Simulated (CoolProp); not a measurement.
Properties of C2F6 (R116) along the isobar 1100 kPa.

Computed with CoolProp (reference Helmholtz-energy equation of state, Lemmon 2006). It is a short technical equation, of lower accuracy than the large ones.

| T (K) | phase | density (kg/m³) | isothermal compressibility (1/MPa) | viscosity (µPa s) |
|---|---|---|---|---|
| 191.1 | liquid | 1627 | 0.002694 | 465 |
| 214.5 | liquid | 1520 | 0.004247 | 307 |
| 237.9 | liquid | … | 0.007707 | 207 |
| 261.3 | gas | 89.24 | 1.238 | 12.4 |
| 284.7 | gas | 75.45 | 1.094 | 13.6 |
| 308 | gas | 66.58 | 1.031 | 14.8 |
| 331.4 | gas | 60.03 | 0.9947 | 16.1 |
| 354.8 | gas | 54.91 | 0.9716 | 17.2 |
| 378.2 | gas | 50.74 | 0.9557 | … |
| 401.6 | gas | … | 0.9444 | 19.4 |
| 425 | gas | 44.26 | 0.9359 | 20.4 |

Q: Some entries are withheld; supply them.

A: 
- 237.9, density (kg/m³): 1396
- 378.2, viscosity (µPa s): 18.3
- 401.6, density (kg/m³): 47.25

Viscosity comes from a separate model (Huber 2003), an estimate that may be off by 10 % or more.
